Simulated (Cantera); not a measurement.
Charge: 1 mol Si3N4, 0.0086 mol O2, 27 mol N2, held at 1200 K and 1.50 mbar.

Equilibrium computed with Cantera from the NASA thermochemical tables; the gas is ideal and each condensed phase is pure. Candidate condensed phases: Si, SiO2, Si2N2O, Si3N4; 16 gas species. Mutual solubility and eutectic melting of coexisting phases are not modelled. The numbers say what is thermodynamically allowed, not how fast it happens.

What is the equilibrium state?


- x(N2): 1.00
- n(Si2N2O(s)): 0.0172 mol
- n(Si3N4(s)): 0.989 mol
- gas amount: 27.01 mol
- log10 activity of Si(s) (absent): -3.15
